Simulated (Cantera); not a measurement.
An isothermal, constant-pressure homogeneous reactor starts with NO : N2 = 1 : 2.3 (molar parts), at 1525 K and 10.00 Torr. Integrator tolerance rtol = 1e-08.

Model: GRI-Mech 3.0 (53 species, 325 reactions), integrated in Cantera. Radical loss at walls, strong at low pressure, is not modelled.

### Question
What does this change do: temperature 1525 to 2125 K?

### Answer
```tsv
quantity	before	after
x(NO) at 70.0 s	0.301 (gas-phase equilibrium 0.00122)	0.00909 (gas-phase equilibrium 0.00909)
x(NO2) at 70.0 s	1.59e-5 (gas-phase equilibrium 5.91e-7)	1.23e-6 (gas-phase equilibrium 1.23e-6)
x(O) at 70.0 s	3.37e-6 (gas-phase equilibrium 1.92e-5)	0.00546 (gas-phase equilibrium 0.00546)
x(N2) at 70.0 s	0.698 (gas-phase equilibrium 0.848)	0.842 (gas-phase equilibrium 0.842)
x(O2) at 70.0 s	0.00111 (gas-phase equilibrium 0.151)	0.144 (gas-phase equilibrium 0.144)
x(N2O) at 70.0 s	2.87e-5 (gas-phase equilibrium 8.89e-9)	6.05e-8 (gas-phase equilibrium 6.05e-8)
```
